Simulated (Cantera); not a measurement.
Charge: 1 mol Fe(CO)5, 0.014 mol O2, 17 mol H2, held at 1100 K and 0.133 bar.

Equilibrium computed with Cantera from the NASA thermochemical tables; the gas is ideal and each condensed phase is pure. Candidate condensed phases: C, C6H6, C7H8, C8H18, Fe, Fe(CO)5, FeO, Fe(OH)2, Fe(OH)3, Fe2O3, Fe3O4, H2O; 114 gas species. Kinetics and transport are ignored.

Base state: H2 0.769, CO 0.225, H2O 0.00268, CH4 0.00218, CO2 0.000776 (mole fractions); condensed: Fe(α).

What changes in the equilibrium state with this change: temperature from 1100 K to 1173.15 K?


```csv
species,before,after
H2,0.769,0.771
CO,0.225,0.226
H2O,0.00268,0.00166
CH4,0.00218,0.000765
CO2,0.000776,0.000383
"Fe(α), mol",1.00,1.00
```
